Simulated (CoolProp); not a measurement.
Saturation properties of propane (Tc = 369.9 K, pc = 42.51 bar, ω = 0.152).

The numbers come from the reference Helmholtz-energy equation of state, Lemmon 2009 in CoolProp.

```json
[
 {"T (K)": "202.5", "p (bar)": "0.2348", "liquid density (kg/m³)": "612.7", "vapour density (kg/m³)": "0.6230", "liquid cp (kJ/(kg K))": "2.135", "surface tension (mN/m)": "19.5"},
 {"T (K)": "210.3", "p (bar)": "0.3663", "liquid density (kg/m³)": "___", "vapour density (kg/m³)": "0.9406", "liquid cp (kJ/(kg K))": "2.162", "surface tension (mN/m)": "18.5"},
 {"T (K)": "218.1", "p (bar)": "0.5511", "liquid density (kg/m³)": "___", "vapour density (kg/m³)": "1.373", "liquid cp (kJ/(kg K))": "2.191", "surface tension (mN/m)": "17.4"},
 {"T (K)": "225.8", "p (bar)": "0.7994", "liquid density (kg/m³)": "586.9", "vapour density (kg/m³)": "1.939", "liquid cp (kJ/(kg K))": "2.223", "surface tension (mN/m)": "16.4"},
 {"T (K)": "233.6", "p (bar)": "1.133", "liquid density (kg/m³)": "577.9", "vapour density (kg/m³)": "2.681", "liquid cp (kJ/(kg K))": "2.258", "surface tension (mN/m)": "15.3"},
 {"T (K)": "241.3", "p (bar)": "1.560", "liquid density (kg/m³)": "568.8", "vapour density (kg/m³)": "3.610", "liquid cp (kJ/(kg K))": "2.296", "surface tension (mN/m)": "14.3"},
 {"T (K)": "249.1", "p (bar)": "___", "liquid density (kg/m³)": "559.4", "vapour density (kg/m³)": "4.787", "liquid cp (kJ/(kg K))": "2.338", "surface tension (mN/m)": "13.3"},
 {"T (K)": "256.9", "p (bar)": "___", "liquid density (kg/m³)": "549.8", "vapour density (kg/m³)": "6.240", "liquid cp (kJ/(kg K))": "2.383", "surface tension (mN/m)": "___"},
 {"T (K)": "264.6", "p (bar)": "3.621", "liquid density (kg/m³)": "539.9", "vapour density (kg/m³)": "7.987", "liquid cp (kJ/(kg K))": "2.433", "surface tension (mN/m)": "11.2"}
]
```

Problem. Fill in the missing entries.

Solution. 
- 210.3, liquid density (kg/m³): 604.2
- 218.1, liquid density (kg/m³): 595.6
- 249.1, p (bar): 2.108
- 256.9, p (bar): 2.793
- 256.9, surface tension (mN/m): 12.2

It boils at 231.0 K under 1 atm.

Surface tension comes from a separate correlation (Mulero 2012).
